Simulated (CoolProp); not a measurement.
Properties of sulfur hexafluoride along the isobar 1.34 MPa.

Model: reference Helmholtz-energy equation of state, Guder 2009, in CoolProp.

| T (K) | phase | Z | expansivity (1/kK) |
|---|---|---|---|
| 253.8 | liquid | 0.05491 | 3.543 |
| 262.5 | liquid | 0.05486 | 4.015 |
| 271.1 | liquid | 0.05513 | 4.688 |
| 279.8 | gas | 0.7731 | 8.506 |
| 288.5 | gas | 0.8024 | 7.193 |
| 297.2 | gas | 0.8259 | 6.314 |
| 305.9 | gas | 0.8452 | 5.673 |
| 314.5 | gas | 0.8613 | 5.187 |
| 323.2 | gas | 0.8753 | 4.795 |
| 331.9 | gas | 0.8874 | 4.472 |
| 340.6 | gas | 0.8979 | 4.202 |
| 349.3 | gas | 0.9072 | 3.970 |
| 358 | gas | 0.9154 | 3.769 |
| 366.6 | gas | 0.9227 | 3.594 |
| 375.3 | gas | 0.9293 | 3.437 |
| 384 | gas | 0.9352 | 3.296 |
